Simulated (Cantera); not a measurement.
An isothermal plug-flow reactor at 875 K and 1.00 bar (inlet), inlet velocity 3.7 m/s, active area per volume 150 1/m; feed H2 : O2 : N2 = 0.015 : 0.019 : 0.79 (molar parts), equivalence ratio 0.39.

Computed with Cantera and Deutschmann's 1995 Pt surface mechanism with GRI-Mech 3.0 gas chemistry. Catalytic surfaces can have several steady states; this one follows from the mechanism file's or the stated starting coverage. Mass transfer to the wall is taken as infinitely fast.

One state of this run: x H2 = 3.41e-5; x O2 = 0.0141; x H2O = 0.0183; θ free Pt = 0.152; θ H* = 1.21e-7; θ O* = 0.844; θ OH* = 0.00359. x: gas mole fraction; θ: surface coverage.

**Question.** Which value of z (m) does it belong to?
(A) 0.019
(B) 0.0051
(C) 0.0026
(D) 0.00071

**Answer.** A, 0.019
